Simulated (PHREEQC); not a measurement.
## Geothermal or formation water

Model water analysis in mg/kgw, 55 °C, pH 6.32, pe 2.3:

```csv
constituent,mg/kgw
Na,2230
K,14.8
Ca,43
Mg,189
Cl,3510
S(6) as SO4,641
Alkalinity as HCO3,12.4
Si as SiO2,0.92
N(-3) as NH4,4.3
```

Valence states are taken as typed.

All values are PHREEQC results (ion-association model, phreeqc.dat), not measurements.

| Property | Value |
|---|---|
| ionic strength | 0.121 mol/kgw |
| specific conductance | 19600 µS/cm |
| density | 0.990 g/cm³ |
| charge-balance error | 1.2 % |

```json
[
 {"species": "Cl-", "molality": "0.0990", "activity": "0.0733", "log γ": "-0.130"},
 {"species": "Na+", "molality": "0.0962", "activity": "0.0733", "log γ": "-0.118"},
 {"species": "Mg+2", "molality": "0.00627", "activity": "0.00230", "log γ": "-0.435"},
 {"species": "SO4-2", "molality": "0.00426", "activity": "0.00141", "log γ": "-0.481"},
 {"species": "MgSO4", "molality": "0.00149", "activity": "0.00154", "log γ": "0.012"},
 {"species": "Ca+2", "molality": "0.000970", "activity": "0.000340", "log γ": "-0.456"},
 {"species": "NaSO4-", "molality": "0.000803", "activity": "0.000616", "log γ": "-0.116"},
 {"species": "K+", "molality": "0.000373", "activity": "0.000275", "log γ": "-0.132"},
 {"species": "NH4+", "molality": "0.000233", "activity": "0.000167", "log γ": "-0.146"},
 {"species": "HCO3-", "molality": "0.000189", "activity": "0.000145", "log γ": "-0.116"},
 {"species": "CO2", "molality": "0.000131", "activity": "0.000134", "log γ": "0.012"},
 {"species": "CaSO4", "molality": "0.000102", "activity": "0.000104", "log γ": "0.012"},
 {"species": "H4SiO4", "molality": "1.53e-5", "activity": "1.57e-5", "log γ": "0.012"}
]
```

Precipitation was switched off in this run. At this temperature some constants are extrapolated from 25 °C, and those without enthalpy data are left unchanged.
